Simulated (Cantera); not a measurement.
A freely propagating, adiabatic, planar premixed flame of 20.2 % CO, 2.02 % H2, 14.6 % O2, 54.9 % N2, 8.28 % CO2, unburnt at 375 K and 2.60 bar; mixture-averaged transport, grid criteria slope 0.08 and curve 0.16, no radiation.

Cantera simulation using GRI-Mech 3.0 (53 species, 325 reactions); the numbers are that mechanism's predictions, not measurements. The hydrogen kinetics of GRI-Mech 3.0 are dated; newer H2 mechanisms differ, most at raised pressure. Burning velocities carry a grid error of a few per cent, more on coarse grids.

Predict: laminar burning velocity; thermal thickness.


```
Property                     Result
------------------------  ---------
laminar burning velocity  24.7 cm/s
thermal thickness          0.361 mm
```
